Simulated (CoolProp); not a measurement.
Isobutene at 298.15 K and 0.164 MPa is throttled through a valve to 0.0745 MPa with no heat exchange. Each further row changes one setting.

Values from CoolProp's reference Helmholtz-energy equation of state, Lemmon 2005. It is a short technical equation, of lower accuracy than the large ones.

| case | temperature change (K) | final density (kg/m³) |
|---|---|---|
| as stated | -2.5 | 1.74 |
| outlet pressure 0.0223 MPa | -3.9 | 0.515 |
| outlet pressure 0.0969 MPa | -1.9 | 2.27 |
